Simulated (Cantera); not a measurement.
What does this Cantera script print?

```python
import numpy as np
import cantera as ct

gas = ct.Solution("h2o2.yaml")
gas.TPX = 500, 380000, {'H2': 1, 'O2': 0.192, 'N2': 0.723}
flame = ct.FreeFlame(gas, width=0.016)
flame.set_refine_criteria(ratio=3, slope=0.08, curve=0.16)
flame.transport_model = "mixture-averaged"
flame.solve(loglevel=0, auto=True)
z, T = flame.grid, flame.T
thick = (T[-1] - T[0]) / np.gradient(T, z).max()
show = ['H2', 'O2', 'H2O', 'H', 'O', 'OH']
print(f"laminar burning velocity  {flame.velocity[0] * 100:.3f} cm/s")
print(f"burnt temperature         {T[-1]:.1f} K")
print(f"thermal thickness         {thick * 1e3:.4f} mm")
print(f"grid points               {len(z)}")
z0 = z[flame.heat_release_rate.argmax()]
print(f"{'z/mm':>9s}{'T/K':>9s}{'u/(m/s)':>9s}" + "".join(f"{s:>11s}" for s in show))
rows = []
for k in (-3, -2, -1.5, -1, -0.5, -0.25, 0, 0.25, 0.5, 1, 2, 4, 8):
    zz = z0 + k * thick
    rows.append([k * thick, np.interp(zz, z, T), np.interp(zz, z, flame.velocity),
                 *(np.interp(zz, z, flame.X[gas.species_index(s)]) for s in show)])
    print(f"{rows[-1][0] * 1e3:9.3f}{rows[-1][1]:9.1f}{rows[-1][2]:9.3f}" + "".join(f"{x:11.3e}" for x in rows[-1][3:]))
```

Output:

```
laminar burning velocity  585.595 cm/s
burnt temperature         2036.6 K
thermal thickness         0.0801 mm
grid points               114
     z/mm      T/K  u/(m/s)         H2         O2        H2O          H          O         OH
   -0.240    500.0    5.856  5.222e-01  1.003e-01  1.963e-10  7.442e-15  5.558e-13  9.551e-15
   -0.160    500.0    5.856  5.222e-01  1.003e-01  9.936e-09  5.573e-13  4.093e-11  7.035e-13
   -0.120    500.1    5.856  5.222e-01  1.003e-01  1.305e-07  8.371e-12  6.032e-10  1.039e-11
   -0.080    501.3    5.866  5.217e-01  1.004e-01  7.324e-06  1.926e-09  3.305e-08  8.265e-10
   -0.040    571.5    6.576  5.111e-01  1.009e-01  2.719e-03  1.051e-04  1.166e-05  6.455e-05
   -0.020    860.9    9.608  4.771e-01  9.230e-02  2.925e-02  3.947e-03  1.853e-04  6.020e-04
    0.000   1229.9   13.411  4.198e-01  6.594e-02  8.843e-02  1.922e-02  9.326e-04  1.040e-03
    0.020   1488.4   16.124  3.656e-01  3.147e-02  1.553e-01  3.731e-02  1.252e-03  1.650e-03
    0.040   1623.9   17.554  3.381e-01  1.125e-02  1.940e-01  4.537e-02  7.403e-04  1.743e-03
    0.080   1735.8   18.685  3.289e-01  1.317e-03  2.141e-01  4.312e-02  2.334e-04  1.660e-03
    0.160   1824.3   19.523  3.343e-01  8.298e-05  2.179e-01  3.293e-02  1.152e-04  1.495e-03
    0.320   1901.3   20.233  3.413e-01  1.727e-05  2.197e-01  2.226e-02  5.777e-05  1.176e-03
    0.641   1958.7   20.752  3.469e-01  7.109e-06  2.211e-01  1.388e-02  2.418e-05  8.148e-04
```

Cantera simulation using the H2/O2 subset of GRI-Mech 3.0, which has no nitrogen chemistry; the numbers are that mechanism's predictions, not measurements. The hydrogen kinetics of GRI-Mech 3.0 are dated; newer H2 mechanisms differ, most at raised pressure. Burning velocities carry a grid error of a few per cent, more on coarse grids.
